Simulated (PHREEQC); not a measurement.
**Spent oxide etchant: speciation**

A solution holds 0.0013 mol/kgw NH4HF2, 0.07 mol/kgw (NH4)2SiF6, 0.0041 mol/kgw HBF4 and 6.3e-05 mol/kgw H2SO4, at 20 °C. Closed to the air; pH follows from the charge balance.

Model: ion-association model, phreeqc.dat, run in PHREEQC.

This is a speciation only: nothing precipitates in the calculation.

Question: Estimate the pH.

Answer: pH 2.53.

Question: In which forms is B present?

Answer: BF4- 81 %, H3BO3 11 %, BF3OH- 6.6 %, BF2(OH)2- 1.8 % of the B.

The solution is supersaturated, for example in Quartz (slow to form), so a real one may precipitate; this is no full list. SiF6-2 is the database's only silicon fluoride. Real BF4- forms and hydrolyses slowly; the run takes it at equilibrium.
